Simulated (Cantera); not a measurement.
## Thermodynamics of hydrogen reduction and annealing atmospheres, feed V2O5 + H2 + N2

Feed: 1 mol V2O5, 2800 mol H2, 70 mol N2, at 101000 Pa.

Cantera equilibrium calculation (NASA polynomials, part measured and part estimated; ideal gas, pure solids and liquids). Candidate condensed phases: H2O, V, VN, VO, V2O3, V2O4, V2O5; 28 gas species. Mutual solubility and eutectic melting of coexisting phases are not modelled. VN, VO: taken at fixed stoichiometry. Condensed phases not in the tables: solid solutions among these carbides, nitrides and lower oxides, V2N. Equilibrium is a limit: real reactors are often held back by kinetics, nucleation or transport.

From 1152 °C to 1452 °C the condensed part is VN(s). From 1502 °C to 1702 °C the condensed part is VN(s) + VO(s).

```tsv
T (°C)	x H2	x N2	x H2O	x H	x NH3	n VN(s)	n VO(s)
1152	0.974	0.0240	0.00174	6.69e-6	1.19e-5	2.00	0
1202	0.974	0.0240	0.00174	1.27e-5	1.01e-5	2.00	0
1252	0.974	0.0240	0.00174	2.32e-5	8.69e-6	2.00	0
1302	0.974	0.0240	0.00174	4.07e-5	7.54e-6	2.00	0
1352	0.974	0.0240	0.00174	6.92e-5	6.61e-6	2.00	0
1402	0.974	0.0240	0.00174	0.000114	5.83e-6	2.00	0
1452	0.974	0.0240	0.00174	0.000182	5.19e-6	2.00	0
1502	0.974	0.0241	0.00166	0.000284	4.65e-6	1.76	0.241
1552	0.974	0.0241	0.00152	0.000432	4.20e-6	1.37	0.625
1602	0.974	0.0242	0.00141	0.000643	3.81e-6	1.03	0.965
1652	0.974	0.0243	0.00130	0.000937	3.47e-6	0.731	1.27
1702	0.973	0.0243	0.00120	0.00134	3.18e-6	0.460	1.53
```
x: gas mole fraction; n: condensed amount in mol.
